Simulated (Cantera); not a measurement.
A freely propagating, adiabatic, planar premixed flame of 38.3 % H2, 10.7 % O2, 39.9 % N2, 11.1 % H2O, equivalence ratio 1.8, unburnt at 600 K and 2030 Torr; mixture-averaged transport, grid criteria slope 0.08 and curve 0.16, no radiation.

Computed with Cantera and the H2/O2 subset of GRI-Mech 3.0, which has no nitrogen chemistry. The hydrogen kinetics of GRI-Mech 3.0 are dated; newer H2 mechanisms differ, most at raised pressure. Burning velocities carry a grid error of a few per cent, more on coarse grids.

Problem. Predict: laminar burning velocity; thermal thickness; peak x(O); peak x(HO2); peak x(H).

Solution. 
```json
{
  "laminar_burning_velocity": "728 cm/s",
  "thermal_thickness": "0.112 mm",
  "peak x(O)": "0.00251",
  "peak x(HO2)": "0.000785",
  "peak x(H)": "0.0466"
}
```
